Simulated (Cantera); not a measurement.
Input: 1 mol SiF₄, 0.87 mol C₃H₈, 5.2 mol H₂, at 775 °C and 1.70 mbar.

Cantera equilibrium calculation (NASA polynomials, part measured and part estimated; ideal gas, pure solids and liquids). Candidate condensed phases: C, C₆H₆, C₇H₈, C₈H₁₈, Si, SiC; 113 gas species. The tables' values for SiF₃ are old estimates; treat these amounts as uncertain. Rates play no part.

Base state: H₂ 0.896, SiF₄ 0.103, HF 0.000743, SiHF₃ 0.000566, SiF₃ 0.000173, CH₄ 7.95e-5 (mole fractions); condensed: C(graphite).

### Question
What changes in the equilibrium state with this change: SiF₄ replaced by SiCl₄?

### Answer
| species | before | after |
|---|---|---|
| H₂ | 0.896 | 0.676 |
| HCl | 0 | 0.305 |
| SiCl₄ | 0 | 0.0185 |
| SiF₄ | 0.103 | 0 |
| HF | 0.000743 | 0 |
| SiHF₃ | 0.000566 | 0 |
| SiHCl₃ | 0 | 0.000420 |
| C(graphite), mol | 2.61 | 1.81 |
| SiC(s), mol | 0 | 0.796 |
The tables' values for SiCl₃ are old estimates; treat these amounts as uncertain.
